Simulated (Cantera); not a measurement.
A closed system holds: 1 mol (CH3)2SiCl2, 0.017 mol C2H4, 260 mol H2, equilibrated at 1650 °C and 0.00400 bar.

Equilibrium computed with Cantera from the NASA thermochemical tables; the gas is ideal and each condensed phase is pure. Candidate condensed phases: C, C6H6, C7H8, C8H18, Si, SiC; 109 gas species. The feed counts by its element totals alone. Kinetics and transport are ignored.

Base state: H2 0.977, H 0.0147, HCl 0.00742, C2H2 (acetylene) 0.000441, Si 0.000173, Cl 8.41e-5 (mole fractions); condensed: C(graphite) + SiC(s).

Problem. What changes in the equilibrium state with this change: pressure from 0.00400 bar to 0.100 bar?

Solution. 
| species | before | after |
|---|---|---|
| H2 | 0.977 | 0.989 |
| HCl | 0.00742 | 0.00753 |
| H | 0.0147 | 0.00296 |
| Si | 0.000173 | 6.92e-6 |
| CH4 | 2.01e-6 | 5.14e-5 |
| Cl | 8.41e-5 | 1.70e-5 |
| C(graphite), mol | 0.850 | 0.788 |
| SiC(s), mol | 0.945 | 0.995 |

Problem. What changes in the equilibrium state with this change: temperature from 1650 °C to 975 °C?

Solution. 
| species | before | after |
|---|---|---|
| H2 | 0.977 | 0.992 |
| HCl | 0.00742 | 0.00757 |
| CH4 | 2.01e-6 | 4.39e-5 |
| H | 0.0147 | 7.37e-6 |
| C2H2 (acetylene) | 0.000441 | 2.42e-7 |
| Si | 0.000173 | <1e-9 |
| Cl | 8.41e-5 | 4.81e-8 |
| C(graphite), mol | 0.850 | 1.02 |
| SiC(s), mol | 0.945 | 1.000 |
